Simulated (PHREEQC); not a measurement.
A solution holds 0.31 mol FeSO4 per kg of water, at 35 °C. Closed to the air; pH follows from the charge balance.

The numbers come from PHREEQC with the ion-association model, wateq4f.dat.

**Question.** The ionic strength comes out as 0.567 mol/kgw. What activity coefficients do Fe+2, SO4-2, HSO4-, H+, FeHSO4+ get?

**Answer.** Fe+2 0.24, SO4-2 0.19, HSO4- 0.65, H+ 0.76, FeHSO4+ 0.73.

No solid was allowed to form.
